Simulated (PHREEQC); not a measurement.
A solution holds 0.0011 mol HF, 0.00018 mol KF and 0.00021 mol TMAH per kg of water, at 25 °C. Closed to the air; pH follows from the charge balance.

All values are PHREEQC results (ion-association model, wateq4f.dat), not measurements.

The pH is 3.39 and the ionic strength is 0.000806 mol/kgw. The total alkalinity comes out as -0.890 meq/kg.

| species | molality | activity | log γ |
|---|---|---|---|
| F- | 0.000805 | 0.000779 | -0.014 |
| HF | 0.000471 | 0.000471 | 0.000 |
| H+ | 0.000416 | 0.000403 | -0.013 |
| (CH3)4N+ | 0.000210 | 0.000203 | -0.014 |
| K+ | 0.000180 | 0.000174 | -0.014 |
| HF2- | 1.46e-6 | 1.41e-6 | -0.014 |
| H2F2 | 5.79e-7 | 5.79e-7 | 0.000 |

This is a speciation only: nothing precipitates in the calculation. (CH3)4N+ isn't in the database: it is added as a free cation with an ion size of 4 Å.
